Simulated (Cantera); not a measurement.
Input (Python, Cantera) and output of one run.

```python
import numpy as np
import cantera as ct

gas_names = """
    F F2 N NF NF2 NF3 N2 Si SiF SiF2 SiF3 SiF4 SiN Si2 Si2N Si3
""".split()
cond_names = """
    Si(cr) Si(L) Si3N4(a)
""".split()


# ... load() reads the species with a 1 bar reference pressure and builds the phases ...
atoms = {
    'SiF4': {'Si': 1, 'F': 4},
    'N2': {'N': 2},
}
top_T = {'Si3N4(a)': 2400}  # K; cautious upper limits of use, not melting points


# ... equilibrate(T, P, feed) seeds the gas with the atoms and calls Mixture.equilibrate('TP', solver="vcs", rtol=1e-11, max_steps=5000) ...
results = []
feed = {'SiF4': 1, 'N2': 6.1}  # mol
T = 1148  # K
P = 11000  # Pa
mix = equilibrate(T, P, feed)
results.append((T, P, feed, dict(zip(mix.species_names, mix.species_moles))))
print(gas.report(threshold=0.0001))
for i in range(1, mix.n_phases):
    print(f"{mix.phase(i).name:16s} {mix.phase_moles(i):12.5e} mol")
```

It prints:

```
       temperature   1148 K
          pressure   11000 Pa
           density   0.044631 kg/m^3
  mean mol. weight   38.727 kg/kmol
   phase of matter   gas

                          1 kg             1 kmol
                     ---------------   ---------------
          enthalpy       -4.9952e+06       -1.9345e+08  J
   internal energy       -5.2416e+06       -2.0299e+08  J
           entropy            7202.6        2.7894e+05  J/K
    Gibbs function       -1.3264e+07       -5.1367e+08  J
 heat capacity c_p            1117.2             43266  J/K
 heat capacity c_v             902.5             34951  J/K

                      mass frac. Y      mole frac. X     chem. pot. / RT
                     ---------------   ---------------   ---------------
                N2           0.62148           0.85915            -27.59
              SiF4           0.37852           0.14085           -213.79
     [  +14 minor]        6.6906e-10        4.9791e-10

Si(cr)            0.00000e+00 mol
Si3N4(a)          0.00000e+00 mol
```

Equilibrium computed with Cantera from the NASA thermochemical tables; the gas is ideal and each condensed phase is pure.
